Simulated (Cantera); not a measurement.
**BN + Cl₂ (nitride etching)**

Input: 1 mol BN, 1.1 mol Cl₂, held at 37000 Pa.

These are equilibrium values from Cantera (NASA tables, ideal gas, pure condensed phases), not measurements of a reactor. Candidate condensed phases: B, BN; 10 gas species. The tables' values for BCl₂, BCl are old estimates; treat these amounts as uncertain. Equilibrium is a limit: real reactors are often held back by kinetics, nucleation or transport.

```json
[
 {"T (°C)": "802", "log p BCl₃": "-0.61", "log p N₂": "-0.91", "log p BCl₂": "-7.96", "log p Cl": "-6.43", "log p BCl": "<-12", "log p Cl₂": "-6.95", "n BN(s)": "0.267"},
 {"T (°C)": "852", "log p BCl₃": "-0.61", "log p N₂": "-0.91", "log p BCl₂": "-7.38", "log p Cl": "-6.05", "log p BCl": "-11.55", "log p Cl₂": "-6.73", "n BN(s)": "0.267"},
 {"T (°C)": "902", "log p BCl₃": "-0.61", "log p N₂": "-0.91", "log p BCl₂": "-6.84", "log p Cl": "-5.71", "log p BCl": "-10.69", "log p Cl₂": "-6.53", "n BN(s)": "0.267"},
 {"T (°C)": "952", "log p BCl₃": "-0.61", "log p N₂": "-0.91", "log p BCl₂": "-6.35", "log p Cl": "-5.39", "log p BCl": "-9.89", "log p Cl₂": "-6.34", "n BN(s)": "0.267"},
 {"T (°C)": "1002", "log p BCl₃": "-0.61", "log p N₂": "-0.91", "log p BCl₂": "-5.90", "log p Cl": "-5.09", "log p BCl": "-9.16", "log p Cl₂": "-6.17", "n BN(s)": "0.267"},
 {"T (°C)": "1052", "log p BCl₃": "-0.61", "log p N₂": "-0.91", "log p BCl₂": "-5.49", "log p Cl": "-4.82", "log p BCl": "-8.48", "log p Cl₂": "-6.02", "n BN(s)": "0.267"},
 {"T (°C)": "1102", "log p BCl₃": "-0.61", "log p N₂": "-0.91", "log p BCl₂": "-5.10", "log p Cl": "-4.57", "log p BCl": "-7.85", "log p Cl₂": "-5.87", "n BN(s)": "0.267"},
 {"T (°C)": "1152", "log p BCl₃": "-0.61", "log p N₂": "-0.91", "log p BCl₂": "-4.74", "log p Cl": "-4.33", "log p BCl": "-7.27", "log p Cl₂": "-5.73", "n BN(s)": "0.267"},
 {"T (°C)": "1202", "log p BCl₃": "-0.61", "log p N₂": "-0.91", "log p BCl₂": "-4.41", "log p Cl": "-4.11", "log p BCl": "-6.72", "log p Cl₂": "-5.60", "n BN(s)": "0.267"},
 {"T (°C)": "1252", "log p BCl₃": "-0.61", "log p N₂": "-0.91", "log p BCl₂": "-4.10", "log p Cl": "-3.90", "log p BCl": "-6.22", "log p Cl₂": "-5.48", "n BN(s)": "0.267"},
 {"T (°C)": "1302", "log p BCl₃": "-0.61", "log p N₂": "-0.91", "log p BCl₂": "-3.81", "log p Cl": "-3.71", "log p BCl": "-5.74", "log p Cl₂": "-5.37", "n BN(s)": "0.267"},
 {"T (°C)": "1352", "log p BCl₃": "-0.61", "log p N₂": "-0.91", "log p BCl₂": "-3.54", "log p Cl": "-3.53", "log p BCl": "-5.30", "log p Cl₂": "-5.27", "n BN(s)": "0.267"},
 {"T (°C)": "1402", "log p BCl₃": "-0.61", "log p N₂": "-0.91", "log p BCl₂": "-3.28", "log p Cl": "-3.36", "log p BCl": "-4.88", "log p Cl₂": "-5.17", "n BN(s)": "0.267"}
]
```
log p: log10 of the partial pressure in bar; n: condensed amount in mol.

From 802 °C to 1402 °C the condensed part is BN(s). The main B-bearing gas is BCl₃ throughout.
